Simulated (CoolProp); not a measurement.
Model: reference Helmholtz-energy equation of state, Span 2003, in CoolProp. It is a short technical equation, of lower accuracy than the large ones.

Task: For n-heptane, give the phase and the cp (kJ/(kg K)), speed of sound (m/s), expansivity (1/kK), conductivity (mW/(m K)) at 393.7 K and 3800 kPa; 402.4 K and 3800 kPa.

Result: 
- 393.7 K and 3800 kPa: liquid; cp 2.64, speed of sound 792, expansivity 1.58, conductivity 98.4
- 402.4 K and 3800 kPa: liquid; cp 2.68, speed of sound 760, expansivity 1.64, conductivity 96.3

Thermal conductivity comes from a separate model (Assael 2013).
